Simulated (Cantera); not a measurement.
Charge: 1 mol CH2F2, 0.22 mol H2, at 927 °C and 1.00 Pa.

Cantera equilibrium calculation (NASA polynomials, part measured and part estimated; ideal gas, pure solids and liquids). Candidate condensed phases: C, C6H6, C7H8, C8H18; 95 gas species. The numbers say what is thermodynamically allowed, not how fast it happens.

Base state: HF 0.901, H2 0.0991, H 1.96e-5 (mole fractions); condensed: C(graphite).

### Question
What changes in the equilibrium state with this change: temperature from 927 °C to 1752 °C?

### Answer
```csv
species,before,after
HF,0.901,0.847
H,1.96e-5,0.116
H2,0.0991,0.0361
F,<1e-9,0.00123
C2H2 (acetylene),1.02e-8,3.27e-5
"C(graphite), mol",1.00,1.000
```
